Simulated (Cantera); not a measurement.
An isothermal, constant-pressure homogeneous reactor starts with 4.23 % H2, 69.4 % O2, 26.4 % N2, at 1223 K and 10.00 Torr.

Computed with Cantera and the H2/O2 subset of GRI-Mech 3.0, which has no nitrogen chemistry. Radical loss at walls, strong at low pressure, is not modelled. The temperature is held fixed by assumption; the heat of reaction is taken as removed at once.

x: mole fraction; the columns are a selection and need not sum to one.

| t (s) | x H2 | x O2 | x H | x H2O2 | x HO2 | x OH |
|---|---|---|---|---|---|---|
| 2.00e-6 | 0.0423 | 0.694 | 8.12e-11 | <1e-12 | 8.27e-11 | 1.50e-12 |
| 7.04e-6 | 0.0423 | 0.694 | 2.74e-10 | <1e-12 | 2.91e-10 | 1.79e-11 |
| 2.48e-5 | 0.0423 | 0.694 | 8.47e-10 | <1e-12 | ? | 1.90e-10 |
| 8.73e-5 | 0.0423 | 0.694 | 2.42e-9 | <1e-12 | 3.61e-9 | 1.61e-9 |
| 0.000307 | 0.0423 | 0.694 | 1.27e-8 | 8.09e-12 | 1.28e-8 | 1.50e-8 |
| 0.00108 | 0.0423 | 0.694 | 1.39e-6 | 1.04e-10 | 5.39e-8 | 1.81e-6 |
| 0.00381 | 0.00176 | 0.663 | 0.00838 | 1.05e-7 | 2.66e-6 | 0.00393 |
| 0.0134 | 0.000693 | 0.665 | 0.00554 | 6.61e-8 | 2.36e-6 | 0.00283 |
| 0.0472 | 0.000414 | 0.675 | 0.00242 | 6.72e-8 | 2.06e-6 | 0.00220 |
| 0.166 | 0.000108 | 0.684 | 0.000309 | 5.40e-8 | 1.22e-6 | 0.00113 |
| 0.586 | 1.30e-5 | 0.687 | 1.29e-5 | 2.46e-8 | 3.54e-7 | 0.000394 |
| 2.06 | 1.46e-6 | 0.687 | 4.87e-7 | 7.08e-9 | 6.46e-8 | 0.000132 |
| 7.26 | 2.17e-7 | 0.687 | 2.82e-8 | 1.76e-9 | 1.35e-8 | 5.13e-5 |
| 25.6 | ? | 0.687 | ? | 4.54e-10 | ? | ? |
| 90.0 | 1.28e-8 | 0.687 | 4.09e-10 | 1.58e-10 | 8.32e-9 | 1.25e-5 |

Fill in the missing entries.


- 2.48e-5, x HO2: 1.03e-9
- 25.6, x H2: 4.33e-8
- 25.6, x H: 2.54e-9
- 25.6, x HO2: 6.69e-9
- 25.6, x OH: 2.30e-5
